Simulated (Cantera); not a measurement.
Charge: 1 mol Si₃N₄, 0.14 mol O₂, 47 mol H₂, 0.061 mol N₂O, equilibrated at 1752 °C and 24.8 Torr.

Equilibrium computed with Cantera from the NASA thermochemical tables; the gas is ideal and each condensed phase is pure. Candidate condensed phases: H₂O, Si, SiO₂, Si₂N₂O, Si₃N₄; 35 gas species. The tables' values for SiN are old estimates; treat these amounts as uncertain. Gases not in the tables: Si₂H₆ and higher silanes. Kinetics and transport are ignored.

### Question
What is the equilibrium state?

### Answer
* **x(H₂)**: 0.939
* **x(N₂)**: 0.0414
* **x(H)**: 0.0103
* **x(SiO)**: 0.00685
* **x(Si)**: 0.00176
* **x(SiH)**: 0.000199
* **x(SiH₂)**: 0.000115
* **x(Si₂N)**: 2.05e-5
* **x(Si₂)**: 1.94e-5
* **n(Si(l))**: 2.55 mol
* **gas amount**: 49.75 mol
